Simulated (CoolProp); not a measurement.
Vapour-liquid equilibrium of propylene (1) + isobutane (2) at 0.00433 MPa; x and y are mole fractions of (1).

Computed with CoolProp (multi-fluid Helmholtz-energy mixture model, Lemmon 2013 and Bücker 2006; pair parameters Bell 2016).

Task: Give the bubble temperature and the first vapour's composition at x = 0.125, 0.35, 0.65. Is there an azeotrope?

Result: x = 0.125: 192.5 K, y = 0.552; x = 0.35: 187.3 K, y = 0.759; x = 0.65: 181.0 K, y = 0.931. No azeotrope shows between x = 0.05 and 0.95.

The pair parameters rest on a limited set of measurements; away from them the model extrapolates. The gap from Raoult's law changes sign with composition, which may be real or a fault of the pair parameters; it wasn't checked against measurements.
